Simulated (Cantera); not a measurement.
# Carbothermic reduction: Cu2O + CO

A closed system holds: 1 mol Cu2O, 4.8 mol CO, at 5.40 bar.

Cantera equilibrium calculation (NASA polynomials, part measured and part estimated; ideal gas, pure solids and liquids). Candidate condensed phases: C, Cu, CuO, Cu2O; 15 gas species. Equilibrium is a limit: real reactors are often held back by kinetics, nucleation or transport.

```json
[
 {"T (K)": "1250", "x CO": "0.792", "x CO2": "0.208", "x Cu": "8.59e-9", "x Cu2": "<1e-12", "x O": "<1e-12", "n Cu(s)": "2.00", "n Cu(l)": "0"},
 {"T (K)": "1325", "x CO": "0.792", "x CO2": "0.208", "x Cu": "5.20e-8", "x Cu2": "5.42e-12", "x O": "<1e-12", "n Cu(s)": "2.00", "n Cu(l)": "0"},
 {"T (K)": "1400", "x CO": "0.792", "x CO2": "0.208", "x Cu": "2.50e-7", "x Cu2": "4.88e-11", "x O": "<1e-12", "n Cu(s)": "0", "n Cu(l)": "2.00"},
 {"T (K)": "1475", "x CO": "0.792", "x CO2": "0.208", "x Cu": "9.92e-7", "x Cu2": "3.30e-10", "x O": "<1e-12", "n Cu(s)": "0", "n Cu(l)": "2.00"},
 {"T (K)": "1550", "x CO": "0.792", "x CO2": "0.208", "x Cu": "3.44e-6", "x Cu2": "1.84e-9", "x O": "3.86e-12", "n Cu(s)": "0", "n Cu(l)": "2.00"},
 {"T (K)": "1625", "x CO": "0.792", "x CO2": "0.208", "x Cu": "1.06e-5", "x Cu2": "8.69e-9", "x O": "2.61e-11", "n Cu(s)": "0", "n Cu(l)": "2.00"},
 {"T (K)": "1700", "x CO": "0.792", "x CO2": "0.208", "x Cu": "2.94e-5", "x Cu2": "3.56e-8", "x O": "1.50e-10", "n Cu(s)": "0", "n Cu(l)": "2.00"},
 {"T (K)": "1775", "x CO": "0.792", "x CO2": "0.208", "x Cu": "7.48e-5", "x Cu2": "1.28e-7", "x O": "7.38e-10", "n Cu(s)": "0", "n Cu(l)": "2.00"},
 {"T (K)": "1850", "x CO": "0.792", "x CO2": "0.208", "x Cu": "0.000176", "x Cu2": "4.16e-7", "x O": "3.20e-9", "n Cu(s)": "0", "n Cu(l)": "2.00"},
 {"T (K)": "1925", "x CO": "0.791", "x CO2": "0.208", "x Cu": "0.000386", "x Cu2": "1.22e-6", "x O": "1.24e-8", "n Cu(s)": "0", "n Cu(l)": "2.00"},
 {"T (K)": "2000", "x CO": "0.791", "x CO2": "0.208", "x Cu": "0.000797", "x Cu2": "3.30e-6", "x O": "4.31e-8", "n Cu(s)": "0", "n Cu(l)": "2.00"},
 {"T (K)": "2075", "x CO": "0.790", "x CO2": "0.208", "x Cu": "0.00156", "x Cu2": "8.24e-6", "x O": "1.37e-7", "n Cu(s)": "0", "n Cu(l)": "1.99"},
 {"T (K)": "2150", "x CO": "0.789", "x CO2": "0.208", "x Cu": "0.00291", "x Cu2": "1.92e-5", "x O": "4.03e-7", "n Cu(s)": "0", "n Cu(l)": "1.99"},
 {"T (K)": "2225", "x CO": "0.788", "x CO2": "0.207", "x Cu": "0.00519", "x Cu2": "4.23e-5", "x O": "1.10e-6", "n Cu(s)": "0", "n Cu(l)": "1.97"}
]
```
x: gas mole fraction; n: condensed amount in mol.

From 1250 K to 1325 K the condensed part is Cu(s). From 1400 K to 2225 K the condensed part is Cu(l).
